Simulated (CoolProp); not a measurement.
A Linde-Hampson liquefier for dry air: isothermal reversible compression at 200 K from 1 atm to 30 MPa, throttling to 1 atm, return gas leaving the recuperator 5 K below the feed. Each further row changes one setting.

Computed with CoolProp (reference Helmholtz-energy equation of state, Lemmon 2000). It is a pseudo-pure fit of the blend.

```tsv
case	liquid yield per pass	compression work (kJ/kg of gas)
as stated	…	305
high pressure 60 MPa	…	…
warm-end temperature 230 K	…	363
warm-end gap 10 K	…	305
```

Question: What belongs in the gaps?

Answer: 
- as stated, liquid yield per pass: 0.268
- high pressure 60 MPa, liquid yield per pass: 0.246
- high pressure 60 MPa, compression work (kJ/kg of gas): 356
- warm-end temperature 230 K, liquid yield per pass: 0.192
- warm-end gap 10 K, liquid yield per pass: 0.256
